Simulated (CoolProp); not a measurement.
Saturation properties of R22 (Tc = 96.1 °C, pc = 4990 kPa, ω = 0.221).

The numbers come from the reference Helmholtz-energy equation of state, Kamei 1995 in CoolProp.

| T (°C) | p (kPa) | enthalpy of vaporisation (kJ/kg) | surface tension (mN/m) |
|---|---|---|---|
| -7.75 | 383.9 | 211.1 | 13.0 |
| -1.15 | 479.6 | 206.0 | 12.0 |
| 5.35 | 590.5 | 200.7 | 11.0 |
| 11.95 | 721.8 | 195.0 | 10.0 |
| 18.55 | 873.7 | 189.0 | 9.04 |
| 25.05 | 1045 | 182.7 | 8.11 |
| 31.65 | 1244 | 175.9 | 7.18 |
| 38.15 | 1466 | 168.7 | 6.28 |
| 44.75 | 1719 | 160.9 | 5.40 |
| 51.35 | 2004 | 152.4 | 4.54 |
| 57.85 | 2316 | 143.2 | 3.73 |

It boils at -40.8 °C under 1 atm.

Surface tension comes from a separate correlation (Mulero 2012).
